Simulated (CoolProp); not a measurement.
Vapour-liquid equilibrium of R125 (1) + R236EA (2) at 263.2 K; x and y are mole fractions of (1).

Values from CoolProp's multi-fluid Helmholtz-energy mixture model, Lemmon 2005 and Rui 2013; pair parameters Bell 2016.

Task: Give the bubble pressure and the first vapour's composition at x = 0.05, 0.35, 0.8. Is there an azeotrope?

Result: x = 0.05: 72.61 kPa, y = 0.337; x = 0.35: 201.6 kPa, y = 0.823; x = 0.8: 391.9 kPa, y = 0.967. No azeotrope shows between x = 0.05 and 0.95.

The pair parameters rest on a limited set of measurements; away from them the model extrapolates. The gap from Raoult's law changes sign with composition, which may be real or a fault of the pair parameters; it wasn't checked against measurements.
